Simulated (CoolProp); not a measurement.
Model: reference Helmholtz-energy equation of state, Thol 2014, in CoolProp.

Q: Give the vapour pressure (MPa), liquid density (kg/m³), vapour density (kg/m³), enthalpy of vaporisation (kJ/kg) of saturated chloromethane (R40) at 60.45, 81.55, 89.95 °C.

A: 
```json
[
 {"T (°C)": "60.45", "p (MPa)": "1.44", "liquid density (kg/m³)": "834", "vapour density (kg/m³)": "32.6", "enthalpy of vaporisation (kJ/kg)": "325"},
 {"T (°C)": "81.55", "p (MPa)": "2.27", "liquid density (kg/m³)": "780", "vapour density (kg/m³)": "52.6", "enthalpy of vaporisation (kJ/kg)": "290"},
 {"T (°C)": "89.95", "p (MPa)": "2.68", "liquid density (kg/m³)": "755", "vapour density (kg/m³)": "63.3", "enthalpy of vaporisation (kJ/kg)": "273"}
]
```
